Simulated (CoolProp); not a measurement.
Vapour-liquid equilibrium of R22 (1) + R142b (2) at 235 K; x and y are mole fractions of (1).

The numbers come from the multi-fluid Helmholtz-energy mixture model, Kamei 1995 and Lemmon 2006; pair parameters Bell 2016 in CoolProp.

| x | bubble pressure, mixture model (bar) | bubble pressure, Raoult's law (bar) | y, mixture model | y, Raoult's law |
|---|---|---|---|---|
| 0.05 | 0.3056 | 0.3072 | 0.180 | 0.186 |
| 0.125 | 0.3672 | 0.3734 | 0.368 | 0.384 |
| 0.2 | 0.4274 | 0.4397 | 0.500 | 0.521 |
| 0.275 | 0.4874 | 0.5059 | … | 0.623 |
| 0.35 | 0.5482 | 0.5721 | 0.680 | 0.701 |
| 0.425 | 0.6104 | 0.6383 | 0.746 | 0.763 |
| 0.5 | … | 0.7045 | 0.800 | 0.813 |
| 0.575 | … | 0.7707 | … | 0.855 |
| 0.65 | 0.8092 | 0.8369 | 0.885 | 0.890 |
| 0.725 | 0.8797 | 0.9031 | 0.918 | 0.920 |
| 0.8 | 0.9519 | 0.9694 | 0.946 | 0.946 |
| 0.875 | 1.025 | 1.036 | 0.970 | 0.968 |
| 0.95 | … | 1.102 | 0.989 | 0.988 |

Q: Some entries are withheld; supply them.

A: 
- 0.275, y, mixture model: 0.601
- 0.5, bubble pressure, mixture model (bar): 0.6745
- 0.575, bubble pressure, mixture model (bar): 0.7407
- 0.575, y, mixture model: 0.846
- 0.95, bubble pressure, mixture model (bar): 1.098

The largest gap from Raoult's law is -4.4 % in bubble pressure, at x = 0.425. No azeotrope shows between x = 0.05 and 0.95.

Pair parameters are fitted to limited data, so mixtures are less certain than the pure fluids.
